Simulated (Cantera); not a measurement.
Feed: 1 mol Si3N4, 0.014 mol N2O, 110 mol N2, held at 1575 °C and 0.188 Torr.

These are equilibrium values from Cantera (NASA tables, ideal gas, pure condensed phases), not measurements of a reactor. Candidate condensed phases: Si, SiO2, Si2N2O, Si3N4; 16 gas species. The tables' values for SiN are old estimates; treat these amounts as uncertain. Equilibrium is a limit: real reactors are often held back by kinetics, nucleation or transport.

Base state: N2 0.974, Si 0.0249, Si2N 0.000227, Si2 0.000172, SiN 0.000150, SiO 0.000122, Si3 3.96e-5 (mole fractions); condensed: gas only.

Q: What changes in the equilibrium state with this change: temperature from 1575 °C to 852 °C?

A: 
```
species           before   after
--------------  --------  ------
N2                 0.974    1.00
Si                0.0249   <1e-9
Si2N            0.000227   <1e-9
Si2             0.000172   <1e-9
SiN             0.000150   <1e-9
SiO             0.000122   <1e-9
Si3              3.96e-5   <1e-9
Si2N2O(s), mol         0  0.0140
Si3N4(s), mol          0   0.991
```
Mutual solubility and eutectic melting of coexisting phases are not modelled.

Q: What changes in the equilibrium state with this change: pressure from 0.188 Torr to 1 atm?

A: 
```tsv
species	before	after
N2	0.974	1.000
SiO	0.000122	0.000127
Si	0.0249	4.35e-7
Si2N	0.000227	1.81e-8
Si2	0.000172	<1e-9
Si3	3.96e-5	<1e-9
SiN	0.000150	1.69e-7
Si3N4(s), mol	0	0.995
```
